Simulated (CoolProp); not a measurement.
Vapour-liquid equilibrium of ethanol (1) + o-xylene (2) at 204.75 °C; x and y are mole fractions of (1).

Computed with CoolProp (multi-fluid Helmholtz-energy mixture model, Schroeder 2014 and Zhou 2012; pair parameters Bell 2016).

Question: Give the bubble pressure and the first vapour's composition at x = 0.05, 0.2, 0.8. Is there an azeotrope?

Answer: x = 0.05: 712.4 kPa, y = 0.426; x = 0.2: 1392 kPa, y = 0.701; x = 0.8: 2756 kPa, y = 0.913. No azeotrope shows between x = 0.05 and 0.95.

Pair parameters are fitted to limited data, so mixtures are less certain than the pure fluids.
